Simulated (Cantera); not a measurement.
An isothermal, constant-pressure homogeneous reactor starts with 73.0 % CH₄, 27.0 % CO₂, at 1498 K and 101000 Pa.

Detailed kinetics in Cantera: GRI-Mech 3.0 (53 species, 325 reactions). GRI-Mech 3.0 stops at C3 and has no aromatics, soot or wall deposition, so with more carbon than oxygen in the feed, carbon stays in small species such as C2H2 where larger ones or solid carbon would form.

x: mole fraction; the columns are a selection and need not sum to one.

| t (s) | x CH₄ | x CO₂ | x CH₂CO | x C₂H₆ | x H₂O |
|---|---|---|---|---|---|
| 6.00e-5 | 0.730 | 0.270 | <1e-12 | 1.20e-6 | 1.09e-7 |
| 0.000235 | 0.730 | 0.270 | <1e-12 | 3.90e-5 | 4.74e-7 |
| 0.000917 | 0.729 | 0.270 | 6.08e-12 | 0.000306 | 2.30e-6 |
| 0.00358 | 0.725 | 0.270 | 2.13e-10 | 0.00120 | 1.51e-5 |
| 0.0140 | 0.705 | 0.267 | ? | 0.00220 | 0.000198 |
| 0.0548 | 0.624 | 0.253 | ? | 0.00136 | 0.00285 |
| 0.214 | 0.444 | 0.201 | ? | 0.000534 | 0.0253 |
| 0.837 | 0.205 | 0.0798 | ? | 0.000151 | 0.107 |
| 3.27 | 0.0984 | 0.0205 | ? | 7.21e-5 | 0.121 |
| 12.8 | 0.0964 | 0.0124 | ? | 6.49e-5 | 0.0639 |
| 50.0 | 0.0921 | 0.00295 | ? | 5.50e-5 | 0.0138 |

Problem. Fill in the missing entries.

Solution. 
- 0.0140, x CH₂CO: 1.06e-8
- 0.0548, x CH₂CO: 3.95e-7
- 0.214, x CH₂CO: 3.95e-6
- 0.837, x CH₂CO: 1.72e-5
- 3.27, x CH₂CO: 1.91e-5
- 12.8, x CH₂CO: 7.72e-6
- 50.0, x CH₂CO: 1.93e-6
